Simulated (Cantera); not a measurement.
What does this Cantera script print?

```python
import numpy as np
import cantera as ct

gas_names = """
    H HO2 H2 H2O H2O2 O OH O2 O3 Pb PbO Pb2
""".split()
cond_names = """
    H2O(s) H2O(L) Pb(cr) Pb(L) PbO(rd) PbO(yw) PbO(L) PbO2(s) Pb3O4(s)
""".split()


# ... load() reads the species with a 1 bar reference pressure and builds the phases ...
atoms = {
    'Pb': {'Pb': 1},
    'O2': {'O': 2},
    'H2': {'H': 2},
}
top_T = {'Pb3O4(s)': 820}  # K; cautious upper limits of use, not melting points


# ... equilibrate(T, P, feed) seeds the gas with the atoms and calls Mixture.equilibrate('TP', solver="vcs", rtol=1e-11, max_steps=5000) ...
results = []
T = 525  # K
P = 1333.22  # Pa
for m in [0.35, 0.58, 0.81, 1, 1.3, 1.5, 1.7, 2, 2.2, 2.4]:
    feed = {'Pb': 1, 'O2': 0.15, 'H2': m}  # mol
    mix = equilibrate(T, P, feed)
    results.append((T, P, feed, dict(zip(mix.species_names, mix.species_moles))))

top = {s: max(r[3][s] / sum(r[3][g] for g in gas_names) for r in results) for s in gas_names}
cols = sorted((s for s in top if top[s] > 1e-05), key=lambda s: -top[s])[:6]
seen = [c for c in cond_names if any(r[3].get(c, 0) > 1e-12 for r in results)]
print("log10 of partial pressures in bar; condensed amounts in mol")
print(f"{'n(H2)':>10s}" + "".join(f"{s[:9]:>10s}" for s in cols + seen))
for T, P, feed, n in results:
    ng = sum(n[g] for g in gas_names)
    print(f"{feed['H2']:10.4g}" + "".join(f"{np.log10(max(n[s] / ng * P / 1e5, 1e-99)):10.3f}" for s in cols)
          + "".join(f"{n.get(c, 0):10.4g}" for c in seen))
```

Output:

```
log10 of partial pressures in bar; condensed amounts in mol
     n(H2)        H2       H2O    Pb(cr)
      0.35    -2.720    -1.942         1
      0.58    -2.191    -2.161         1
      0.81    -2.076    -2.306         1
         1    -2.030    -2.398         1
       1.3    -1.989    -2.512         1
       1.5    -1.972    -2.574         1
       1.7    -1.959    -2.628         1
         2    -1.946    -2.699         1
       2.2    -1.939    -2.740         1
       2.4    -1.933    -2.778         1
```

These are equilibrium values from Cantera (NASA tables, ideal gas, pure condensed phases), not measurements of a reactor.
